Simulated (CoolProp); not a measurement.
Values from CoolProp's reference Helmholtz-energy equation of state, Lemmon 2005. It is a short technical equation, of lower accuracy than the large ones.

Problem. For 1-butene, give the phase and the cp (kJ/(kg K)), speed of sound (m/s) at 341.8 K and 0.101 MPa; 348.3 K and 0.101 MPa.

Solution. 
- 341.8 K and 0.101 MPa: gas; cp 1.71, speed of sound 232
- 348.3 K and 0.101 MPa: gas; cp 1.73, speed of sound 235
